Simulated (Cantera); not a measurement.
Charge: 1 mol SiCl4, 0.034 mol CH4, 520 mol H2, 0.0086 mol C2H4, at 2098 K and 133 Pa.

Method: chemical equilibrium by Gibbs-energy minimisation in Cantera with the NASA 1993 tables (ideal gas, pure condensed phases). Rates play no part.

| species | before | after |
|---|---|---|
| H2 | 0.910 | 0.984 |
| HCl | 0.00688 | 0.00731 |
| H | 0.0804 | 0.00720 |
| Si | 0.00178 | 0.000726 |
| SiH2 | 2.98e-6 | 0.000178 |
| SiCl2 | 2.02e-6 | 0.000117 |
| Cl | 0.000447 | 3.93e-5 |
| Si2C | 3.02e-6 | 2.95e-5 |
| C2H2 (acetylene) | 4.16e-5 | 8.42e-6 |
| SiH | 3.37e-5 | 0.000166 |
| Si(l), mol | 0 | 0.287 |
| SiC(s), mol | 0 | 0.0239 |
Gas species are given as mole fractions.

Name the change that produced these shifts.
A) pressure from 133 Pa to 450 Pa
B) pressure from 133 Pa to 18000 Pa
C) H2 from 520 to 1.2 mol
D) temperature from 2098 K to 1675 K

B, pressure from 133 Pa to 18000 Pa. Mutual solubility and eutectic melting of coexisting phases are not modelled. The tables' values for SiCl are old estimates; treat these amounts as uncertain. Gases not in the tables: Si2H6 and higher silanes
